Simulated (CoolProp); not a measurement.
n-decane along the isotherm 620 K: fugacity coefficient from the reference equation and from simpler models built on Tc = 617.7 K, pc = 2.101 MPa, ω = 0.488; each cubic takes its own stable root.

Model: reference Helmholtz-energy equation of state, Lemmon 2006, in CoolProp. It is a short technical equation, of lower accuracy than the large ones.

| p (MPa) | phase | reference | van der Waals | Soave-Redlich-Kwong |
|---|---|---|---|---|
| 0.394 | gas | 0.9349 | 0.9451 | 0.9377 |
| 0.788 | gas | … | 0.8904 | … |
| 1.18 | gas | 0.8075 | 0.8358 | 0.8168 |
| 1.58 | gas | 0.7427 | … | 0.7557 |
| 1.97 | gas | 0.6772 | … | … |
| 2.36 | supercritical | … | 0.6466 | 0.6205 |
| 2.76 | supercritical | 0.5279 | 0.5806 | 0.5533 |
| 3.15 | supercritical | 0.4759 | 0.5318 | 0.5033 |

**Question.** What belongs in the gaps?

**Answer.** 
- 0.788, reference: 0.8708
- 0.788, Soave-Redlich-Kwong: 0.8767
- 1.58, van der Waals: 0.7792
- 1.97, van der Waals: 0.7208
- 1.97, Soave-Redlich-Kwong: 0.6943
- 2.36, reference: 0.5983
